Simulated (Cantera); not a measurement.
Feed: 1 mol SiH₄, a varied amount of H₂, held at 2098 K and 13000 Pa.

These are equilibrium values from Cantera (NASA tables, ideal gas, pure condensed phases), not measurements of a reactor. Candidate condensed phases: Si; 9 gas species. Gases not in the tables: Si₂H₆ and higher silanes. Rates play no part.

x: gas mole fraction; n: condensed amount in mol.

| n(H₂) (mol) | x H₂ | x H | x Si | x SiH | n Si(l) |
|---|---|---|---|---|---|
| 130 | 0.990 | 0.00849 | 0.00100 | 0.000196 | 0.812 |
| 170 | 0.990 | 0.00849 | 0.00100 | 0.000196 | 0.755 |
| 230 | 0.990 | 0.00849 | 0.00100 | 0.000196 | 0.670 |
| 290 | 0.990 | 0.00849 | 0.00100 | 0.000196 | 0.585 |
| 380 | 0.990 | 0.00849 | 0.00100 | 0.000196 | 0.457 |
| 490 | 0.990 | 0.00849 | 0.00100 | 0.000196 | 0.300 |
| 630 | 0.990 | 0.00849 | 0.00100 | 0.000196 | ___ |
| 820 | 0.990 | 0.00849 | 0.000863 | 0.000169 | 0 |
| 1100 | 0.991 | 0.00849 | ___ | ___ | 0 |
| 1400 | 0.991 | 0.00850 | 0.000511 | 9.99e-5 | 0 |
| 1800 | 0.991 | 0.00850 | 0.000399 | 7.80e-5 | 0 |

Question: Complete the blanks.

Answer: 
- 630, n Si(l): 0.101
- 1100, x Si: 0.000648
- 1100, x SiH: 0.000127
